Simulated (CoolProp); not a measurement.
Vapour-liquid equilibrium of R114 (1) + n-hexane (2) at 325.6 K; x and y are mole fractions of (1).

The numbers come from the multi-fluid Helmholtz-energy mixture model, Platzer 1990 and Thol 2019; pair parameters Bell 2016 in CoolProp. This equation is an older, rougher fit; its heat capacities, sound speeds and derivatives of the liquid may be far off and weren't checked against measurements.

```
x     bubble pressure (kPa)  y at the bubble point  dew pressure at overall composition x (kPa)  liquid density (mol/L)
----  ---------------------  ---------------------  -------------------------------------------  ----------------------
0.05                  92.03                  0.380                                        61.93                   7.334
0.15                  150.8                  0.649                                        68.79                   7.400
0.25                  201.0                  0.757                                        77.30                   7.465
0.35                  244.5                  0.817                                        88.17                   7.531
0.45                  283.0                  0.858                                        102.5                   7.596
0.55                  318.3                  0.889                                        122.3                   7.662
0.65                  352.0                  0.914                                        151.3                   7.730
0.75                  385.5                  0.938                                        196.8                   7.799
0.85                  420.1                  0.962                                        274.8                   7.871
0.95                  457.2                  0.987                                        402.6                   7.948
```

No azeotrope shows between x = 0.05 and 0.95.

The pair parameters rest on a limited set of measurements; away from them the model extrapolates.
